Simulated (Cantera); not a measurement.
Predominance diagram of Ba at 1225 K against the partial pressures of O2 and H2O (log10, bar). Standard-state values (1 bar) from the NASA 1993 polynomials, evaluated with Cantera. Candidates: Ba(l), BaO(s), Ba(OH)2(l). Only these pure phases compete in this equilibrium. Not in the tables: the peroxide.

**Question.** Which phase is stable at these pairs, and which metal-bearing vapour leads over it? (-15, -3.2); (-15, -4.9); (-3, -7.5); (-11, -8.3); (-15, -10); (-21, -7.5); (-27, -4.9)

**Answer.** 
| log p(O2) | log p(H2O) | phase | chief vapour | log p (bar) |
|---|---|---|---|---|
| -15 | -3.2 | BaO(s) | Ba(OH)2 | -7.4 |
| -15 | -4.9 | BaO(s) | Ba(OH)2 | -9.1 |
| -3 | -7.5 | BaO(s) | Ba(OH)2 | -11.7 |
| -11 | -8.3 | BaO(s) | Ba(OH)2 | -12.5 |
| -15 | -10 | BaO(s) | BaOH | -13.3 |
| -21 | -7.5 | BaO(s) | Ba | -10.5 |
| -27 | -4.9 | BaO(s) | Ba | -7.5 |
